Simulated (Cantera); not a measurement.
A perfectly stirred reactor is fed with 21.9 % H₂, 16.4 % O₂, 61.7 % N₂, at 2.10 bar; it is adiabatic with a 425 K inlet, and is followed from long to short residence time, starting on the burning branch (τ in s: 0.091, 0.036, 0.014, 0.0054, 0.0021, 0.00083, 0.00032, 0.00013, 4.9e-05).

Cantera simulation using GRI-Mech 3.0 (53 species, 325 reactions); the numbers are that mechanism's predictions, not measurements. The hydrogen kinetics of GRI-Mech 3.0 are dated; newer H2 mechanisms differ, most at raised pressure.

Question: Predict: blow-out, bracketed by the residence times tried; x(H₂) at τ = 91.0 ms; x(O₂) at τ = 91.0 ms; x(H₂O) at τ = 91.0 ms; x(NO) at τ = 91.0 ms; x(O) at τ = 91.0 ms; x(H₂) at τ = 2.10 ms; x(O₂) at τ = 2.10 ms; x(H₂O) at τ = 2.10 ms; x(NO) at τ = 2.10 ms; x(O) at τ = 2.10 ms.

Answer: 
```
Property                                                                          Result
------------------------------------------------  --------------------------------------
blow-out, bracketed by the residence times tried  burning at 49.0 µs, the shortest tried
x(H₂) at τ = 91.0 ms                                                            0.000400
x(O₂) at τ = 91.0 ms                                                              0.0597
x(H₂O) at τ = 91.0 ms                                                              0.244
x(NO) at τ = 91.0 ms                                                            0.000430
x(O) at τ = 91.0 ms                                                             0.000218
x(H₂) at τ = 2.10 ms                                                             0.00216
x(O₂) at τ = 2.10 ms                                                              0.0596
x(H₂O) at τ = 2.10 ms                                                              0.240
x(NO) at τ = 2.10 ms                                                             5.51e-5
x(O) at τ = 2.10 ms                                                              0.00106
```
